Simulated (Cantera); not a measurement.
## Thermodynamics of silicon oxide and oxynitride deposition, feed SiF4 + NO

Feed: 1 mol SiF4, 1.3 mol NO, at 14.0 mbar.

Cantera equilibrium calculation (NASA polynomials, part measured and part estimated; ideal gas, pure solids and liquids). Candidate condensed phases: Si, SiO2, Si2N2O, Si3N4; 28 gas species. The tables' values for SiF3, SiO2 are old estimates; treat these amounts as uncertain. Kinetics and transport are ignored.

From 725 °C to 1825 °C nothing is condensed. The main Si-bearing gas is SiF4 throughout.

| T (°C) | x SiF4 | x N2 | x O2 | x NO | x O |
|---|---|---|---|---|---|
| 725 | 0.435 | 0.283 | 0.283 | 2.13e-5 | 6.65e-10 |
| 825 | 0.435 | 0.283 | 0.283 | 5.80e-5 | 1.07e-8 |
| 925 | 0.435 | 0.283 | 0.283 | 0.000134 | 1.08e-7 |
| 1025 | 0.435 | 0.282 | 0.282 | 0.000271 | 7.66e-7 |
| 1125 | 0.435 | 0.282 | 0.282 | 0.000497 | 4.12e-6 |
| 1225 | 0.435 | 0.282 | 0.282 | 0.000841 | 1.77e-5 |
| 1325 | 0.435 | 0.282 | 0.282 | 0.00133 | 6.35e-5 |
| 1425 | 0.435 | 0.282 | 0.281 | 0.00199 | 0.000196 |
| 1525 | 0.434 | 0.281 | 0.281 | 0.00285 | 0.000535 |
| 1625 | 0.434 | 0.280 | 0.280 | 0.00392 | 0.00131 |
| 1725 | 0.433 | 0.279 | 0.278 | 0.00522 | 0.00294 |
| 1825 | 0.430 | 0.278 | 0.275 | 0.00672 | 0.00607 |
x: gas mole fraction; nothing condenses.
